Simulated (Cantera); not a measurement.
A freely propagating, adiabatic, planar premixed flame of CH4 : C2H6 : O2 : N2 = 1 : 0.039 : 2.23 : 8.37 (molar parts), equivalence ratio 0.96, unburnt at 700 K and 0.118 atm; mixture-averaged transport, grid criteria slope 0.08 and curve 0.16, no radiation.

Computed with Cantera and GRI-Mech 3.0 (53 species, 325 reactions). Burning velocities carry a grid error of a few per cent, more on coarse grids.

### Question
What does this change do: 0.8 parts H2 added?

### Answer
```
quantity                    before     after
------------------------  --------  --------
laminar burning velocity  245 cm/s  352 cm/s
thermal thickness          2.05 mm   1.80 mm
peak x(HO2)               0.000185  0.000153
peak x(H2O2)               2.99e-6   1.77e-6
```

### Question
What does this change do: inlet temperature 700 to 623 K?

### Answer
```csv
quantity,before,after
laminar burning velocity,245 cm/s,197 cm/s
thermal thickness,2.05 mm,2.14 mm
peak x(HO2),0.000185,0.000171
peak x(H2O2),2.99e-6,2.79e-6
```
